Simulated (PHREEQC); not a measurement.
Dissolve 0.243 mol Cu(NO3)2, 0.00012 mol HCl and 8.7e-05 mol Na2SO4 per kg of water at 20 °C. Closed to the air; pH follows from the charge balance.

All values are PHREEQC results (ion-association model, phreeqc.dat), not measurements.

No solid was allowed to form.

Q: Predict the pH, activity of water, density.

A: pH 3.92; activity of water 0.988; density 1.035 g/cm³.

Q: In which forms is S present?

A: CuSO4 62 %, SO4-2 38 % of the S.

The ionic strength is past about 0.7 mol/kgw, beyond the range of this activity model, so the values are rough.
